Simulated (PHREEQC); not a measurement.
Make-up at 25 °C: 0.0054 mol Cu(NO3)2 and 0.0014 mol H2SO4 per kg of water. Closed to the air; pH follows from the charge balance.

Computed with PHREEQC (ion-association model, phreeqc.dat).

```csv
quantity,before,after
pH,2.62,2.62
ionic strength (mol/kgw),0.0188,0.00375
SO4-2 (mol/kgw),0.000920,0.00117
HSO4- (mol/kgw),0.000143,0.000227
```

### Question
Name the change that produced these shifts.
A. Cu(NO3)2 left out
B. diluted 5-fold with water
C. Cu(NO3)2 from 0.0054 to 0.027 mol/kgw
D. temperature from 25 to 20 °C

### Answer
A, Cu(NO3)2 left out

Precipitation was switched off in this run.
